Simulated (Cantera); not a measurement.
Halide evaporation, hydrolysis and transport: CuF2 + HF + N2

Feed: 1 mol CuF2, 1.5 mol HF, 19 mol N2, at 0.00133 bar.

Cantera equilibrium calculation (NASA polynomials, part measured and part estimated; ideal gas, pure solids and liquids). Candidate condensed phases: Cu, CuF2; 25 gas species. Rates play no part.

From 502 °C to 727 °C the condensed part is CuF2(s). From 802 °C to 1477 °C nothing is condensed. The main Cu-bearing gas is CuF2 at 502 °C and CuF at 1477 °C.

```
T (°C)   x N2    x HF    x CuF2       x F     x CuF  n CuF2(s)
------  -----  ------  --------  --------  --------  ---------
502     0.927  0.0732   1.15e-6  2.29e-10  2.26e-10      1.000
577     0.927  0.0732   3.98e-5   1.34e-8   1.34e-8      0.999
652     0.926  0.0731  0.000755   4.01e-7   4.01e-7      0.984
727     0.918  0.0725   0.00900   7.13e-6   7.13e-6      0.814
802     0.884  0.0698    0.0464   6.64e-5   6.64e-5          0
877     0.884  0.0698    0.0463  0.000226  0.000226          0
952     0.883  0.0697    0.0458  0.000662  0.000662          0
1027    0.882  0.0696    0.0447   0.00170   0.00170          0
1102    0.880  0.0695    0.0425   0.00387   0.00387          0
1177    0.877  0.0692    0.0383   0.00789   0.00789          0
1252    0.871  0.0688    0.0316    0.0143    0.0143          0
1327    0.864  0.0682    0.0228    0.0226    0.0226          0
1402    0.856  0.0676    0.0139    0.0311    0.0311          0
1477    0.850  0.0671   0.00718    0.0376    0.0375          0
```
x: gas mole fraction; n: condensed amount in mol.
